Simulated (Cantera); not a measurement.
Feed: 1 mol H2S, 0.067 mol O2, 1.7 mol H2O, at 3177 °C and 38.0 bar.

Method: chemical equilibrium by Gibbs-energy minimisation in Cantera with the NASA 1993 tables (ideal gas, pure condensed phases). Candidate condensed phases: H2O, H2SO4, S; 19 gas species. The ideal-gas law is rough above about 30 bar. Kinetics and transport are ignored.

Base state: H2 0.340, H2O 0.340, SO 0.0722, H 0.0498, SH 0.0495, SO2 0.0399, S2 0.0351, S 0.0242 (mole fractions); condensed: gas only.

What changes in the equilibrium state with this change: pressure from 38.0 bar to 0.0133 bar?


```json
[
 {"species": "H", "before": "0.0498", "after": "0.636"},
 {"species": "O", "before": "0.00191", "after": "0.203"},
 {"species": "S", "before": "0.0242", "after": "0.113"},
 {"species": "H2O", "before": "0.340", "after": "0.000726"},
 {"species": "H2", "before": "0.340", "after": "0.0195"},
 {"species": "H2S", "before": "0.0236", "after": "2.22e-6"},
 {"species": "SO2", "before": "0.0399", "after": "0.000259"},
 {"species": "S2", "before": "0.0351", "after": "0.000269"},
 {"species": "SH", "before": "0.0495", "after": "0.00104"},
 {"species": "SO", "before": "0.0722", "after": "0.0126"},
 {"species": "OH", "before": "0.0223", "after": "0.0106"},
 {"species": "S2O", "before": "0.00159", "after": "4.55e-7"},
 {"species": "O2", "before": "0.000737", "after": "0.00293"}
]
```

What changes in the equilibrium state with this change: temperature from 3177 °C to 1525 °C?


```
species    before     after
-------  --------  --------
H2O         0.340     0.598
H2S        0.0236     0.201
H2          0.340     0.122
OH         0.0223   6.43e-6
H          0.0498   2.00e-5
S          0.0242   2.91e-5
SO         0.0722  0.000982
SH         0.0495   0.00371
SO2        0.0399    0.0131
S2         0.0351    0.0599
O         0.00191     <1e-9
O2       0.000737   1.77e-9
S2O       0.00159   0.00163
```

What changes in the equilibrium state with this change: temperature from 3177 °C to 2727 °C?


| species | before | after |
|---|---|---|
| H2O | 0.340 | 0.417 |
| H2 | 0.340 | 0.320 |
| S2 | 0.0351 | 0.0571 |
| H | 0.0498 | 0.0145 |
| SO | 0.0722 | 0.0440 |
| OH | 0.0223 | 0.00628 |
| S | 0.0242 | 0.00980 |
| H2S | 0.0236 | 0.0454 |
| SH | 0.0495 | 0.0420 |
| SO2 | 0.0399 | 0.0412 |
| O | 0.00191 | 0.000174 |
| O2 | 0.000737 | 9.01e-5 |
| S2O | 0.00159 | 0.00243 |
